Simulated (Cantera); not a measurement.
# ZrN + H2 (sublimation and decomposition of ceramics)

A closed system holds: 1 mol ZrN, 1.5 mol H2, equilibrated at 2452 °C and 1.00 bar.

These are equilibrium values from Cantera (NASA tables, ideal gas, pure condensed phases), not measurements of a reactor. Candidate condensed phases: Zr, ZrN; 11 gas species. ZrN: taken at fixed stoichiometry. Rates play no part.

```json
{
 "x(H2)": "0.939",
 "x(H)": "0.0605",
 "x(N2)": "4.57e-5",
 "x(Zr)": "2.73e-5",
 "n(ZrN(s))": "1.000 mol",
 "gas_amount": "1.547 mol"
}
```
